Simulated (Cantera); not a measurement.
Input: 1 mol Si3N4, 0.16 mol CO2, 38 mol H2, 0.00059 mol O2, at 1.33 mbar.

Cantera equilibrium calculation (NASA polynomials, part measured and part estimated; ideal gas, pure solids and liquids). Candidate condensed phases: C, C6H6, C7H8, C8H18, H2O, Si, SiC, SiO2, Si2N2O, Si3N4; 151 gas species. Mutual solubility and eutectic melting of coexisting phases are not modelled. The tables' values for SiN are old estimates; treat these amounts as uncertain. Gases not in the tables: Si2H6 and higher silanes. Equilibrium is a limit: real reactors are often held back by kinetics, nucleation or transport.

log p: log10 of the partial pressure in bar; n: condensed amount in mol.

| T (K) | log p H2 | log p N2 | log p H | log p Si | n SiC(s) | n Si2N2O(s) | n Si3N4(s) | n Si(s) | n Si(l) |
|---|---|---|---|---|---|---|---|---|---|
| 1100 | -2.88 | -5.13 | -9.03 | <-14 | 0.159 | 0.321 | 0.733 | 0 | 0 |
| 1175 | -2.88 | -5.13 | -8.35 | -14.11 | 0.160 | 0.321 | 0.733 | 0 | 0 |
| 1250 | -2.88 | -5.13 | -7.75 | -12.26 | 0.160 | 0.321 | 0.733 | 0 | 0 |
| 1325 | -2.88 | -5.13 | -7.23 | -10.62 | 0.160 | 0.321 | 0.733 | 0 | 0 |
| 1400 | -2.88 | -5.13 | -6.75 | -9.16 | 0.160 | 0.319 | 0.733 | 0 | 0 |
| 1475 | -2.88 | -4.54 | -6.33 | -8.24 | 0.160 | 0.307 | 0.428 | 0.929 | 0 |
| 1550 | -2.90 | -4.21 | -5.95 | -7.48 | 0.154 | 0.148 | 0 | 2.38 | 0 |
| 1625 | -2.90 | -4.18 | -5.60 | -6.79 | 0.147 | 0 | 0 | 2.54 | 0 |
| 1700 | -2.90 | -4.18 | -5.28 | -6.17 | 0.143 | 0 | 0 | 0 | 2.53 |
| 1775 | -2.91 | -4.18 | -4.99 | -5.66 | [?] | 0 | 0 | 0 | 2.50 |
| 1850 | -2.91 | -4.19 | -4.72 | -5.19 | [?] | 0 | 0 | 0 | 2.39 |
| 1925 | -2.92 | -4.19 | -4.48 | -4.76 | [?] | 0 | 0 | 0 | 2.05 |

Problem. Complete the blanks.

Solution. 
- 1775, n SiC(s): 0.132
- 1850, n SiC(s): 0.115
- 1925, n SiC(s): 0.0879
